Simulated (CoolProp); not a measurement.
Vapour-liquid equilibrium of R152A (1) + n-pentane (2) at 0.954 MPa; x and y are mole fractions of (1).

Model: multi-fluid Helmholtz-energy mixture model, Outcalt 1996 and Thol 2019; pair parameters Bell 2016, in CoolProp.

| x | bubble temperature (°C) | y at the bubble point | dew temperature at overall composition x (°C) | liquid density (mol/L) |
|---|---|---|---|---|
| 0.05 | 105.1 | 0.286 | 119.6 | 7.430 |
| 0.2 | 72.8 | 0.680 | 110.6 | 8.356 |
| 0.35 | 59.6 | 0.793 | 100.7 | 9.030 |
| 0.5 | 53.3 | 0.842 | 89.4 | ___ |
| 0.65 | 49.3 | 0.877 | ___ | ___ |
| 0.8 | ___ | 0.916 | 58.7 | 11.29 |
| 0.95 | 42.8 | 0.972 | 43.8 | 12.47 |

### Question
Complete the blanks.

### Answer

- 0.5, liquid density (mol/L): 9.670
- 0.65, dew temperature at overall composition x (°C): 75.9
- 0.65, liquid density (mol/L): 10.39
- 0.8, bubble temperature (°C): 46.0

No azeotrope shows between x = 0.05 and 0.95.

The pair parameters rest on a limited set of measurements; away from them the model extrapolates. With so large a gap from Raoult's law the liquid may split in two, which this calculation doesn't test in full.
